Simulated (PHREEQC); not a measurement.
**Spent oxide etchant**

Consider water at 25 °C with 0.004 mol HF, 0.013 mol H2SiF6 and 0.061 mol H3AsO4 per kg of water. Closed to the air; pH follows from the charge balance.

All values are PHREEQC results (ion-association model, wateq4f.dat), not measurements.

```yaml
pH: 1.52
ionic_strength: 0.0480 mol/kgw
total_alkalinity: -143 meq/kg
```

| species | molality | activity | log γ |
|---|---|---|---|
| H3AsO4 | 0.0507 | 0.0513 | 0.005 |
| H+ | 0.0355 | 0.0304 | -0.068 |
| SiF6-2 | 0.0125 | 0.00587 | -0.329 |
| H2AsO4- | 0.0103 | 0.00847 | -0.084 |
| HF | 0.00652 | 0.00659 | 0.005 |
| H4SiO4 | 0.000488 | 0.000493 | 0.005 |
| F- | 0.000178 | 0.000145 | -0.089 |

Precipitation was switched off in this run. The solution is supersaturated, for example in Quartz (slow to form), Chalcedony (slow to form), so a real one may precipitate; this is no full list. SiF6-2 is the database's only silicon fluoride.
